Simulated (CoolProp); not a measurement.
Aqueous methanol as a coolant, at -5 °C, 1 atm.

The numbers come from the Melinder's fits for secondary coolants in CoolProp.

| mass % | freezing point (°C) | Prandtl number | viscosity (mPa s) | conductivity (W/(m K)) | density (kg/m³) |
|---|---|---|---|---|---|
| 11.3 | -7.5 | 27.6 | 3.23 | 0.496 | 982.9 |
| 19.2 | -14.3 | 34.8 | 3.94 | 0.460 | 974.4 |
| 27.2 | -22.5 | 40.3 | 4.40 | 0.425 | 965.5 |
| 35.2 | -32.1 | 43.0 | 4.53 | 0.392 | 955.3 |
| 43.1 | -43.3 | 42.6 | 4.34 | 0.362 | 943.5 |
| 51.1 | -56.4 | 39.6 | 3.94 | 0.335 | 929.8 |
| 59.1 | -71.2 | 35.3 | 3.44 | 0.309 | 914.4 |
